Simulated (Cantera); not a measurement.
What does this Cantera script print?

```python
import numpy as np
import cantera as ct

gas = ct.Solution("gri30.yaml")
gas.TPX = 1175, 100000, {'H2': 0.6, 'O2': 1, 'N2': 0.58, 'H2O': 0.064}
reactor = ct.IdealGasConstPressureReactor(gas, energy="off", clone=False)
net = ct.ReactorNet([reactor])
net.rtol, net.atol = 1e-08, 1e-18
show = ['H2', 'O2', 'OH', 'H2O2', 'H2O', 'N2O', 'H']
times = np.geomspace(7e-06, 4, 9)

steps = ct.SolutionArray(gas, extra=["t"])
rows = []
print(f"{'t/s':>10s}{'T/K':>9s}{'P/Pa':>11s}" + "".join(f"{s:>11s}" for s in show))
for t in times:
    while net.time < t:
        t_next = net.step()
        steps.append(gas.state, t=t_next)
    rows.append([np.interp(t, steps.t, y) for y in (steps.T, steps.P, *steps(*show).X.T)])
    print(f"{t:10.3e}{rows[-1][0]:9.1f}{rows[-1][1]:11.4g}" + "".join(f"{x:11.3e}" for x in rows[-1][2:]))
rate = np.gradient(steps.T, steps.t)
print("integrator steps:", len(steps.t))
if steps.T.max() > steps.T[0] + 200:
    print(f"time of steepest temperature rise: {steps.t[rate.argmax()]:.4e} s")
gas.TPX = 1175, 100000, {'H2': 0.6, 'O2': 1, 'N2': 0.58, 'H2O': 0.064}
gas.equilibrate("TP")
print(f"equilibrium (TP): T = {gas.T:.1f} K  " + "  ".join(f"{s} {gas[s].X[0]:.3e}" for s in show))
```

Result:

```
       t/s      T/K       P/Pa         H2         O2         OH       H2O2        H2O        N2O          H
 7.000e-06   1175.0      1e+05  2.674e-01  4.456e-01  6.889e-08  4.387e-10  2.852e-02  2.770e-14  3.688e-07
 3.670e-05   1175.0      1e+05  3.655e-02  3.670e-01  4.474e-03  5.698e-05  2.921e-01  2.081e-08  4.074e-03
 1.925e-04   1175.0      1e+05  6.035e-03  3.618e-01  1.062e-04  4.639e-05  3.343e-01  3.654e-08  1.078e-05
 1.009e-03   1175.0      1e+05  2.309e-03  3.607e-01  3.794e-05  1.736e-05  3.388e-01  4.132e-08  1.455e-06
 5.292e-03   1175.0      1e+05  3.185e-04  3.602e-01  1.326e-05  8.221e-07  3.412e-01  4.535e-08  7.017e-08
 2.775e-02   1175.0      1e+05  1.159e-05  3.601e-01  5.062e-06  1.033e-08  3.415e-01  4.595e-08  1.038e-09
 1.455e-01   1175.0      1e+05  4.517e-09  3.601e-01  4.374e-06  3.728e-09  3.416e-01  4.390e-08  7.948e-12
 7.629e-01   1175.0      1e+05  4.282e-09  3.601e-01  4.491e-06  3.910e-09  3.416e-01  3.458e-08  8.079e-12
 4.000e+00   1175.0      1e+05  4.282e-09  3.601e-01  4.489e-06  3.908e-09  3.416e-01  1.239e-08  8.076e-12
integrator steps: 1608
equilibrium (TP): T = 1175.0 K  H2 4.282e-09  O2 3.600e-01  OH 4.489e-06  H2O2 3.907e-09  H2O 3.416e-01  N2O 5.708e-09  H 8.075e-12
```

Computed with Cantera and GRI-Mech 3.0 (53 species, 325 reactions). The temperature is held fixed by assumption; the heat of reaction is taken as removed at once.
